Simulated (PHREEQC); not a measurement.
Consider water at 20 °C with 0.011 mol/kgw HF, 0.066 mol/kgw (NH4)2SiF6, 0.001 mol/kgw H3PO4 and 0.0011 mol/kgw HCl. Closed to the air; pH follows from the charge balance.

All values are PHREEQC results (ion-association model, phreeqc.dat), not measurements.

**Question.** The ionic strength comes out as 0.202 mol/kgw. What activity coefficients do HF2-, F-, SiF6-2, H+, H2PO4- get?

**Answer.** HF2- 0.75, F- 0.71, SiF6-2 0.30, H+ 0.80, H2PO4- 0.75.

Precipitation was switched off in this run. SiF6-2 is the database's only silicon fluoride.
